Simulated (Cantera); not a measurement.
Feed: 1 mol CsCl, 4.2 mol H₂, 8.3 mol N₂, 2.9 mol O₂, held at 827 °C and 0.0100 bar.

Cantera equilibrium calculation (NASA polynomials, part measured and part estimated; ideal gas, pure solids and liquids). Candidate condensed phases: Cs, CsCl, CsOH, H₂O, NH₄Cl; 37 gas species. Equilibrium is a limit: real reactors are often held back by kinetics, nucleation or transport.

Base state: N₂ 0.583, H₂O 0.295, CsCl 0.0620, O₂ 0.0562, Cs₂Cl₂ 0.00407, CsOH 0.000121, HCl 0.000121, NO 3.78e-5 (mole fractions); condensed: gas only.

Problem. What changes in the equilibrium state with this change: N₂ from 8.3 to 0.15 mol?

Solution. 
```tsv
species	before	after
H₂O	0.295	0.695
O₂	0.0562	0.132
CsCl	0.0620	0.130
N₂	0.583	0.0248
Cs₂Cl₂	0.00407	0.0178
NO	3.78e-5	1.20e-5
HCl	0.000121	0.000269
```

Problem. What changes in the equilibrium state with this change: temperature from 827 °C to 1550 °C?

Solution. 
```
species   before     after
-------  -------  --------
N₂         0.583     0.578
H₂O        0.295     0.288
CsCl      0.0620    0.0670
O₂        0.0562    0.0544
Cs       1.79e-9  0.000328
H          <1e-9  0.000124
O        5.91e-9  0.000352
H₂       1.64e-8  0.000823
```
